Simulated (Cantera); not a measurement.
Charge: 1 mol V2O5, 550 mol H2, held at 0.360 bar.

Equilibrium computed with Cantera from the NASA thermochemical tables; the gas is ideal and each condensed phase is pure. Candidate condensed phases: H2O, V, VO, V2O3, V2O4, V2O5; 12 gas species. Mutual solubility and eutectic melting of coexisting phases are not modelled. VO: taken at fixed stoichiometry. Condensed phases not in the tables: the oxides between V2O3 and V2O5 other than VO2. Equilibrium is a limit: real reactors are often held back by kinetics, nucleation or transport.

x: gas mole fraction; n: condensed amount in mol.

```csv
T (°C),x H2,x H2O,x H,x VO2,x OH,x VO,n V2O3(s),n VO(s)
752,0.996,0.00364,7.25e-9,<1e-12,<1e-12,<1e-12,1.00,0
802,0.996,0.00364,2.44e-8,<1e-12,<1e-12,<1e-12,1.00,0
852,0.996,0.00364,7.39e-8,<1e-12,1.41e-12,<1e-12,1.00,0
902,0.996,0.00364,2.04e-7,<1e-12,5.19e-12,<1e-12,1.00,0
952,0.996,0.00364,5.18e-7,<1e-12,1.72e-11,<1e-12,1.00,0
1002,0.996,0.00364,1.23e-6,1.23e-12,5.21e-11,<1e-12,1.00,0
1052,0.996,0.00364,[?],[?],[?],<1e-12,1.00,0
1102,0.996,0.00364,5.70e-6,3.31e-11,3.74e-10,2.07e-12,1.00,0
1152,0.996,0.00364,1.13e-5,1.44e-10,9.06e-10,1.25e-11,1.00,0
1202,0.996,0.00364,2.16e-5,5.62e-10,2.06e-9,6.68e-11,1.00,0
1252,0.996,0.00417,3.93e-5,2.15e-9,5.11e-9,2.97e-10,0.708,0.584
1302,0.995,0.00540,6.91e-5,8.01e-9,1.36e-8,1.12e-9,0.0303,1.94
1352,0.994,0.00545,[?],[?],[?],[?],0,2.00
1402,0.994,0.00545,0.000193,5.49e-8,5.12e-8,1.24e-8,0,2.00
```

Fill in the missing entries.


- 1352, x H: 0.000117
- 1352, x VO2: 2.18e-8
- 1352, x OH: 2.71e-8
- 1352, x VO: 3.87e-9
- 1052, x H: 2.72e-6
- 1052, x VO2: 6.81e-12
- 1052, x OH: 1.45e-10
